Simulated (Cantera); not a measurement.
A closed system holds: 1 mol B2H6, 0.42 mol H2O, 4.4 mol N2, 0.22 mol NH3, held at 10.0 mbar.

Equilibrium computed with Cantera from the NASA thermochemical tables; the gas is ideal and each condensed phase is pure. Candidate condensed phases: B, BN, B2O3, B3O3H3, H2O; 39 gas species. The feed counts by its element totals alone. Mutual solubility and eutectic melting of coexisting phases are not modelled. Equilibrium is a limit: real reactors are often held back by kinetics, nucleation or transport. All values below are at 1475 K.

Base state: H2 0.501, N2 0.491, HBO2 0.00501, HBO 0.00175, B2O3 0.00129, H2O 0.000670, H 9.18e-5, B2O2 4.86e-5 (mole fractions); condensed: BN(s) + B2O3(l).

Q: What changes in the equilibrium state with this change: pressure from 10.0 mbar to 52.0 Pa?

A: 
```json
[
 {"species": "H2", "before": "0.501", "after": "0.488"},
 {"species": "N2", "before": "0.491", "after": "0.484"},
 {"species": "B2O3", "before": "0.00129", "after": "0.00975"},
 {"species": "HBO", "before": "0.00175", "after": "0.00909"},
 {"species": "B2O2", "before": "4.86e-5", "after": "0.00135"},
 {"species": "BO", "before": "8.66e-6", "after": "0.000200"},
 {"species": "H", "before": "9.18e-5", "after": "0.000397"},
 {"species": "BN(s), mol", "before": "1.73", "after": "1.71"},
 {"species": "B2O3(l), mol", "before": "0.0994", "after": "0"}
]
```
